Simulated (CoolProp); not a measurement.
Vapour-liquid equilibrium of propane (1) + cyclopropane (2) at 1.19 MPa; x and y are mole fractions of (1).

Computed with CoolProp (multi-fluid Helmholtz-energy mixture model, Lemmon 2009 and Polt 1992; pair parameters Bell 2016). This equation is an older, rougher fit; its heat capacities, sound speeds and derivatives of the liquid may be far off and weren't checked against measurements.

Give the bubble temperature and the first vapour's composition at x = 0.05, 0.35, 0.5. Is there an azeotrope?

x = 0.05: 316.7 K, y = 0.069; x = 0.35: 311.5 K, y = 0.412; x = 0.5: 309.7 K, y = 0.553. No azeotrope shows between x = 0.05 and 0.95.

Pair parameters are fitted to limited data, so mixtures are less certain than the pure fluids.
